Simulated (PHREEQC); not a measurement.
Make-up at 25 °C: 0.00014 mol/kgw CaSO4, 0.00025 mol/kgw NaF and 1.5 mol/kgw NaCl. It is in equilibrium with CO2 at log p = -3.4 (atm). Otherwise closed; pH follows from the charge balance.

The numbers come from PHREEQC with the ion-association model, phreeqc.dat.

| quantity | before | after |
|---|---|---|
| pH | 5.55 | 5.61 |
| NaSO4- (mol/kgw) | 7.56e-5 | 3.86e-5 |
| SO4-2 (mol/kgw) | 6.44e-5 | 0.000101 |
| CO2 (mol/kgw) | 9.59e-6 | 1.26e-5 |
| HCO3- (mol/kgw) | 3.21e-6 | 3.38e-6 |
| NaHCO3 (mol/kgw) | 9.38e-7 | 2.81e-7 |
| SI of Halite (NaCl) | -1.56 | -2.92 |

Problem. Name the change that produced these shifts.
A. NaCl from 1.5 to 0.3 mol/kgw
B. NaF left out
C. CaSO4 replaced by MgSO4 at the same molality
D. NaCl from 1.5 to 0.75 mol/kgw
E. CaSO4 from 0.00014 to 2.8e-05 mol/kgw

Solution. A, NaCl from 1.5 to 0.3 mol/kgw

Precipitation was switched off in this run. The ionic strength passes 0.7 mol/kgw, the rough limit of the ion-association models, in before.
